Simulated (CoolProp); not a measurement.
Vapour-liquid equilibrium of diethyl ether (1) + ethanol (2) at 0.0572 MPa; x and y are mole fractions of (1).

The numbers come from the multi-fluid Helmholtz-energy mixture model, Thol 2014 and Schroeder 2014; pair parameters Bell 2016 in CoolProp.

| x | bubble temperature, mixture model (K) | bubble temperature, Raoult's law (K) | y, mixture model | y, Raoult's law |
|---|---|---|---|---|
| 0.05 | 328.4 | 333.7 | ___ | 0.206 |
| 0.125 | 318.2 | 328.0 | 0.638 | 0.434 |
| 0.2 | 311.4 | 322.9 | 0.760 | 0.593 |
| 0.275 | 306.9 | 318.4 | 0.822 | 0.704 |
| 0.35 | 303.8 | 314.4 | 0.858 | 0.784 |
| 0.425 | 301.7 | 310.8 | ___ | 0.841 |
| 0.5 | 300.1 | 307.5 | 0.898 | 0.884 |
| 0.575 | 298.9 | 304.6 | 0.911 | 0.916 |
| 0.65 | 297.7 | 302.0 | 0.923 | 0.940 |
| 0.725 | 296.7 | 299.6 | 0.935 | 0.959 |
| 0.8 | 295.6 | 297.4 | 0.949 | 0.974 |
| 0.875 | 294.5 | 295.4 | 0.965 | 0.985 |
| 0.95 | 293.3 | 293.6 | ___ | 0.995 |

**Question.** Some entries are withheld; supply them.

**Answer.** 
- 0.05, y, mixture model: 0.367
- 0.425, y, mixture model: 0.881
- 0.95, y, mixture model: 0.984

The largest gap from Raoult's law is -11.5 K in bubble temperature, at x = 0.275. No azeotrope shows between x = 0.05 and 0.95.

Pair parameters are fitted to limited data, so mixtures are less certain than the pure fluids.
